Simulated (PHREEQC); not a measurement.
Dissolve 190 mmol/kgw HNO3, 0.33 mmol/kgw H4SiO4 and 91 mmol/kgw CuSO4 at 25 °C. Closed to the air; pH follows from the charge balance.

Computed with PHREEQC (ion-association model, phreeqc.dat).

Q: The ionic strength comes out as 0.377 mol/kgw. What activity coefficients do HSO4-, SO4-2, H+, Cu+2, NO3- get?

A: HSO4- 0.73, SO4-2 0.23, H+ 0.77, Cu+2 0.27, NO3- 0.64.

This is a speciation only: nothing precipitates in the calculation. Examples of supersaturated solids here: Quartz (slow to form), Chalcedony (slow to form). Others may be too.
